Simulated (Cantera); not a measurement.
A closed system holds: 1 mol PbCl2, a varied amount of H2, equilibrated at 6600 Pa.

Points: T (K) = 873, 948, 1023, 1098, 1173, 1248, 1323, 1398, 1473, 1548, 1623, 1698; n(H2) (mol) = 0.37, 0.55, 0.82, 1.2, 1.8, 2.7, 4.1, 6, 9, 13, 20, 30, 44.

Cantera's Mixture.equilibrate('TP', solver="vcs", rtol=1e-11, max_steps=5000) on the NASA tables stopped like this:

```
ERROR: FAILURE its = 5001!

*******************************************************************************
CanteraError thrown by MultiPhase::equilibrate:
VCS solver failed. Return code: -1
*******************************************************************************
```

**Question.** What got this run through?

**Answer.** One answer among several that fit: The failure is numerical, not chemical. The same input converged with solver="gibbs", rtol=1e-10, max_steps=50000, and the result passed a check of the equilibrium conditions:
```
    873       0.37  Pb(L) + PbCL2(L)
    873       0.55  Pb(L) + PbCL2(L)
    873       0.82  Pb(L)
    873        1.2  Pb(L)
    873        1.8  Pb(L)
    873        2.7  Pb(L)
    873        4.1  Pb(L)
    873          6  Pb(L)
    873          9  Pb(L)
    873         13  Pb(L)
    873         20  Pb(L)
    873         30  Pb(L)
    873         44  Pb(L)
    948       0.37  Pb(L)
    948       0.55  Pb(L)
    948       0.82  Pb(L)
    948        1.2  Pb(L)
    948        1.8  Pb(L)
    948        2.7  Pb(L)
    948        4.1  Pb(L)
    948          6  Pb(L)
    948          9  Pb(L)
    948         13  Pb(L)
    948         20  Pb(L)
    948         30  Pb(L)
    948         44  Pb(L)
   1023       0.37  Pb(L)
   1023       0.55  Pb(L)
   1023       0.82  Pb(L)
   1023        1.2  Pb(L)
   1023        1.8  Pb(L)
   1023        2.7  Pb(L)
   1023        4.1  Pb(L)
   1023          6  Pb(L)
   1023          9  Pb(L)
   1023         13  Pb(L)
   1023         20  Pb(L)
   1023         30  Pb(L)
   1023         44  Pb(L)
   1098       0.37  Pb(L)
   1098       0.55  Pb(L)
   1098       0.82  Pb(L)
   1098        1.2  Pb(L)
   1098        1.8  Pb(L)
   1098        2.7  Pb(L)
   1098        4.1  Pb(L)
   1098          6  Pb(L)
   1098          9  Pb(L)
   1098         13  Pb(L)
   1098         20  Pb(L)
   1098         30  Pb(L)
   1098         44  Pb(L)
   1173       0.37  Pb(L)
   1173       0.55  Pb(L)
   1173       0.82  Pb(L)
   1173        1.2  Pb(L)
   1173        1.8  Pb(L)
   1173        2.7  Pb(L)
   1173        4.1  Pb(L)
   1173          6  Pb(L)
   1173          9  Pb(L)
   1173         13  Pb(L)
   1173         20  Pb(L)
   1173         30  Pb(L)
   1173         44  Pb(L)
   1248       0.37  gas only
   1248       0.55  Pb(L)
   1248       0.82  Pb(L)
   1248        1.2  Pb(L)
   1248        1.8  Pb(L)
   1248        2.7  Pb(L)
   1248        4.1  Pb(L)
   1248          6  Pb(L)
   1248          9  Pb(L)
   1248         13  Pb(L)
   1248         20  Pb(L)
   1248         30  gas only
   1248         44  gas only
   1323       0.37  gas only
   1323       0.55  gas only
   1323       0.82  gas only
   1323        1.2  gas only
   1323        1.8  gas only
   1323        2.7  gas only
   1323        4.1  gas only
   1323          6  gas only
   1323          9  gas only
   1323         13  gas only
   1323         20  gas only
   1323         30  gas only
   1323         44  gas only
   1398       0.37  gas only
   1398       0.55  gas only
   1398       0.82  gas only
   1398        1.2  gas only
   1398        1.8  gas only
   1398        2.7  gas only
   1398        4.1  gas only
   1398          6  gas only
   1398          9  gas only
   1398         13  gas only
   1398         20  gas only
   1398         30  gas only
   1398         44  gas only
   1473       0.37  gas only
   1473       0.55  gas only
   1473       0.82  gas only
   1473        1.2  gas only
   1473        1.8  gas only
   1473        2.7  gas only
   1473        4.1  gas only
   1473          6  gas only
   1473          9  gas only
   1473         13  gas only
   1473         20  gas only
   1473         30  gas only
   1473         44  gas only
   1548       0.37  gas only
   1548       0.55  gas only
   1548       0.82  gas only
   1548        1.2  gas only
   1548        1.8  gas only
   1548        2.7  gas only
   1548        4.1  gas only
   1548          6  gas only
   1548          9  gas only
   1548         13  gas only
   1548         20  gas only
   1548         30  gas only
   1548         44  gas only
   1623       0.37  gas only
   1623       0.55  gas only
   1623       0.82  gas only
   1623        1.2  gas only
   1623        1.8  gas only
   1623        2.7  gas only
   1623        4.1  gas only
   1623          6  gas only
   1623          9  gas only
   1623         13  gas only
   1623         20  gas only
   1623         30  gas only
   1623         44  gas only
   1698       0.37  gas only
   1698       0.55  gas only
   1698       0.82  gas only
   1698        1.2  gas only
   1698        1.8  gas only
   1698        2.7  gas only
   1698        4.1  gas only
   1698          6  gas only
   1698          9  gas only
   1698         13  gas only
   1698         20  gas only
   1698         30  gas only
   1698         44  gas only
```

The gas is ideal and each condensed phase is pure. Each liquid is taken as pure.
